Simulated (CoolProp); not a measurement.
Saturation properties of R11.

Model: reference Helmholtz-energy equation of state, Jacobsen 1992, in CoolProp.

```tsv
T (°C)	p (kPa)	liquid density (kg/m³)	enthalpy of vaporisation (kJ/kg)	liquid cp (kJ/(kg K))	surface tension (mN/m)	liquid conductivity (mW/(m K))
53.65	262.4	1406	169.6	0.9128	14.2	78.8
56.85	287.2	1397	168.3	0.9169	13.8	77.9
60.05	313.7	1389	166.9	0.9212	13.4	77.0
63.25	342.1	1381	165.5	0.9256	13.0	76.1
66.45	372.3	1372	164.1	0.9301	12.7	75.3
69.55	403.5	1364	162.7	0.9347	12.3	74.4
72.75	437.7	1355	161.2	0.9396	11.9	73.6
75.95	474.1	1346	159.7	0.9446	11.5	72.7
79.15	512.6	1337	158.1	0.9498	11.1	71.8
82.35	553.5	1328	156.5	0.9553	10.8	71.0
85.55	596.7	1319	154.9	0.9609	10.4	70.1
88.65	640.9	1310	153.3	0.9666	10.0	69.3
91.85	689.1	1300	151.6	0.9727	9.68	68.4
95.05	739.9	1291	149.8	0.9790	9.32	67.5
```

It boils at 23.7 °C under 1 atm.

Thermal conductivity comes from a separate model (McLinden 2000), an estimate that may be off by 10 % or more. Surface tension comes from a separate correlation (Mulero 2012).
